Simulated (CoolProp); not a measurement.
The numbers come from the reference Helmholtz-energy equation of state, Younglove 1994 in CoolProp. It is a modified Benedict-Webb-Rubin equation, recast in Helmholtz form.

For R123, give the phase and the Joule-Thomson coefficient (K/MPa) at 364.3 K and 0.121 bar; 220.1 K and 5.03 bar; 241.9 K and 220 bar.


- 364.3 K and 0.121 bar: gas; Joule-Thomson coefficient 19.2
- 220.1 K and 5.03 bar: liquid; Joule-Thomson coefficient -0.453
- 241.9 K and 220 bar: liquid; Joule-Thomson coefficient -0.454
